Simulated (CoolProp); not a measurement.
Properties of octamethylcyclotetrasiloxane (D4) along the isotherm 346.85 °C (Tc = 313.4 °C, pc = 1.347 MPa, ω = 0.598).

Model: reference Helmholtz-energy equation of state, Thol 2015, in CoolProp.

```json
[
 {"p (MPa)": "0.0518", "phase": "gas", "cv (kJ/(kg K))": "2.012", "Joule-Thomson coefficient (K/MPa)": "7.132"},
 {"p (MPa)": "0.104", "phase": "gas", "cv (kJ/(kg K))": "2.013", "Joule-Thomson coefficient (K/MPa)": "7.259"},
 {"p (MPa)": "0.155", "phase": "gas", "cv (kJ/(kg K))": "2.014", "Joule-Thomson coefficient (K/MPa)": "7.389"},
 {"p (MPa)": "0.207", "phase": "gas", "cv (kJ/(kg K))": "2.015", "Joule-Thomson coefficient (K/MPa)": "7.527"},
 {"p (MPa)": "0.259", "phase": "gas", "cv (kJ/(kg K))": "2.016", "Joule-Thomson coefficient (K/MPa)": "7.672"},
 {"p (MPa)": "0.311", "phase": "gas", "cv (kJ/(kg K))": "2.018", "Joule-Thomson coefficient (K/MPa)": "7.823"},
 {"p (MPa)": "0.363", "phase": "gas", "cv (kJ/(kg K))": "2.019", "Joule-Thomson coefficient (K/MPa)": "7.981"},
 {"p (MPa)": "0.415", "phase": "gas", "cv (kJ/(kg K))": "2.020", "Joule-Thomson coefficient (K/MPa)": "8.147"},
 {"p (MPa)": "0.466", "phase": "gas", "cv (kJ/(kg K))": "2.022", "Joule-Thomson coefficient (K/MPa)": "8.318"},
 {"p (MPa)": "0.518", "phase": "gas", "cv (kJ/(kg K))": "2.023", "Joule-Thomson coefficient (K/MPa)": "8.502"},
 {"p (MPa)": "0.57", "phase": "gas", "cv (kJ/(kg K))": "2.025", "Joule-Thomson coefficient (K/MPa)": "8.695"},
 {"p (MPa)": "0.622", "phase": "gas", "cv (kJ/(kg K))": "2.026", "Joule-Thomson coefficient (K/MPa)": "8.898"},
 {"p (MPa)": "0.674", "phase": "gas", "cv (kJ/(kg K))": "2.028", "Joule-Thomson coefficient (K/MPa)": "9.112"}
]
```
